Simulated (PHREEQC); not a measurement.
Consider water at 25 °C with 0.0047 mol/kgw HF and 0.014 mol/kgw NaF. Closed to the air; pH follows from the charge balance.

Equilibrium calculation in PHREEQC: ion-association model, phreeqc.dat.

```json
{
  "pH": "3.64",
  "ionic_strength": "0.0142 mol/kgw",
  "specific_conductance": "1420 µS/cm",
  "total_alkalinity": "-4.70 meq/kg"
}
```

| species | molality | activity | log γ |
|---|---|---|---|
| F- | 0.0139 | 0.0123 | -0.053 |
| Na+ | 0.0139 | 0.0124 | -0.051 |
| HF | 0.00422 | 0.00423 | 0.001 |
| H+ | 0.000254 | 0.000229 | -0.045 |
| HF2- | 0.000226 | 0.000200 | -0.052 |
| NaF | 8.74e-5 | 8.77e-5 | 0.001 |

No solid was allowed to form.
